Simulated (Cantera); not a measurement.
# Thermodynamics of silicon oxide and oxynitride deposition, feed HMDSO + O₂ + NO

A closed system holds: 1 mol HMDSO, 0.065 mol O₂, 2.6 mol NO, at 1125 °C.

These are equilibrium values from Cantera (NASA tables, ideal gas, pure condensed phases), not measurements of a reactor. Candidate condensed phases: C, C₆H₆, C₇H₈, C₈H₁₈, H₂O, Si, SiC, SiO₂, Si₂N₂O, Si₃N₄; 151 gas species. The feed counts by its element totals alone. Mutual solubility and eutectic melting of coexisting phases are not modelled. The tables hold silica as quartz up to 1696 K and as liquid above; real silica turns to tridymite and cristobalite and melts near 1996 K. The numbers say what is thermodynamically allowed, not how fast it happens.

From 0.0375 Torr to 1.05 Torr the condensed part is C(graphite) + SiC(s). From 5.33 Torr to 27.8 Torr the condensed part is C(graphite) + Si₂N₂O(s). From 143 Torr to 750 Torr the condensed part is C(graphite) + SiO₂(β-quartz) + Si₂N₂O(s). The main Si-bearing gas is SiO throughout.

```csv
P (Pa),x H₂,x CO,x N₂,x CH₄,x H,n C(graphite),n SiC(s),n Si₂N₂O(s),n SiO₂(β-quartz)
5,0.641,0.265,0.0926,8.97e-8,0.000536,0.277,2.00,0,0
26,0.641,0.265,0.0926,4.67e-7,0.000235,0.277,2.00,0,0
140,0.641,0.266,0.0926,2.52e-6,0.000101,0.277,2.00,0,0
710,0.748,0.227,0.0250,1.73e-5,4.86e-5,3.27,0,0.999,0
3700,0.748,0.227,0.0249,9.04e-5,2.13e-5,3.27,0,1.000,0
19000,0.778,0.175,0.0463,0.000502,9.57e-6,3.97,0,0.765,0.471
100000,0.836,0.0720,0.0891,0.00305,4.33e-6,5.20,0,0.347,1.31
```
x: gas mole fraction; n: condensed amount in mol.
